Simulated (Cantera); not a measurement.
Feed: 1 mol Ti(OiPr)₄, 2.4 mol C₃H₈, 3.6 mol H₂, equilibrated at 1450 K and 4.50 mbar.

These are equilibrium values from Cantera (NASA tables, ideal gas, pure condensed phases), not measurements of a reactor. Candidate condensed phases: C, C₆H₆, C₇H₈, C₈H₁₈, H₂O, Ti, TiC, TiO, TiO₂, Ti₂O₃, Ti₃O₅, Ti₄O₇; 113 gas species. The feed counts by its element totals alone. TiC: taken at fixed stoichiometry. Rates play no part.

Base state: H₂ 0.872, CO 0.128, H 0.000132, CH₄ 1.13e-5 (mole fractions); condensed: C(graphite) + TiC(s).

### Question
What changes in the equilibrium state with this change: Ti(OiPr)₄ replaced by TiCl₄?

### Answer
```
species           before     after
----------------  ------  --------
H₂                 0.872     0.738
HCl                    0     0.261
TiCl₃                  0  0.000779
CO                 0.128         0
TiCl₄                  0   6.98e-5
Cl                     0   3.48e-5
TiCl₂                  0   1.37e-5
C(graphite), mol    14.2      6.21
TiC(s), mol         1.00     0.987
```
The tables' values for TiCl₂ are old estimates; treat these amounts as uncertain. Further candidate phases: TiCl₂, TiCl₃, TiCl₄.

### Question
What changes in the equilibrium state with this change: temperature from 1450 K to 1000 K?

### Answer
| species | before | after |
|---|---|---|
| H₂ | 0.872 | 0.931 |
| CO | 0.128 | 0.0684 |
| CH₄ | 1.13e-5 | 0.000373 |
| H | 0.000132 | 3.26e-8 |
| CO₂ | 7.76e-8 | 1.19e-5 |
| C(graphite), mol | 14.2 | 17.2 |
| TiC(s), mol | 1.00 | 0 |
| TiO₂(rutile), mol | 0 | 1.00 |
